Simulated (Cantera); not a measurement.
Equilibrium for silicon carbide growth: (CH3)2SiCl2 + C2H2 + H2

A closed system holds: 1 mol (CH3)2SiCl2, 0.007 mol C2H2, 220 mol H2, held at 350 Pa.

Cantera equilibrium calculation (NASA polynomials, part measured and part estimated; ideal gas, pure solids and liquids). Candidate condensed phases: C, C6H6, C7H8, C8H18, Si, SiC; 109 gas species. The feed counts by its element totals alone. The tables' values for SiCl are old estimates; treat these amounts as uncertain. Gases not in the tables: Si2H6 and higher silanes. Kinetics and transport are ignored.

```csv
T (K),log p H2,log p H,log p HCl,log p Si,log p C2H2 (acetylene),n C(graphite),n SiC(s)
1500,-2.46,-5.98,-4.51,-10.12,-7.50,1.01,1.000
1575,-2.46,-5.61,-4.51,-9.26,-7.14,1.00,0.999
1650,-2.46,-5.27,-4.51,-8.48,-6.80,0.994,0.999
1725,-2.46,-4.96,-4.51,-7.77,-6.50,0.975,0.998
1800,-2.46,-4.68,-4.51,-7.12,-6.22,0.943,0.993
1875,-2.46,-4.42,-4.51,-6.52,-5.96,0.897,0.976
1950,-2.47,-4.18,-4.52,-5.97,-5.73,0.850,0.917
2025,-2.47,-3.95,-4.52,-5.46,-5.52,0.858,0.732
2100,-2.48,-3.75,-4.54,-4.98,-5.33,1.09,0.179
2175,-2.50,-3.56,-4.55,-4.90,-5.15,0.891,0
2250,-2.52,-3.39,-4.58,-4.90,-4.99,0.403,0
2325,-2.54,-3.23,-4.61,-4.91,-4.90,0,0
2400,-2.58,-3.09,-4.65,-4.92,-4.92,0,0
2475,-2.63,-2.96,-4.70,-4.94,-4.95,0,0
```
log p: log10 of the partial pressure in bar; n: condensed amount in mol.

From 1500 K to 2100 K the condensed part is C(graphite) + SiC(s). From 2175 K to 2250 K the condensed part is C(graphite). From 2325 K to 2475 K nothing is condensed. The main Si-bearing gas is SiCl2 at 1500 K and Si at 2475 K.
